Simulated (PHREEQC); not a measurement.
Solution (20 °C and 10 atm): 0.6 mol/kgw KCl, 0.28 mol/kgw K2SO4 and 0.25 mol/kgw KBr. Closed to the air; pH follows from the charge balance.

The numbers come from PHREEQC with the Pitzer model, pitzer.dat.

Problem. The ionic strength comes out as 1.69 mol/kgw. What activity coefficients do Cl-, Br-, K+, SO4-2 get?

Solution. Cl- 0.58, Br- 0.58, K+ 0.52, SO4-2 0.058. Single-ion values are on the MacInnes scale.

No solid was allowed to form.
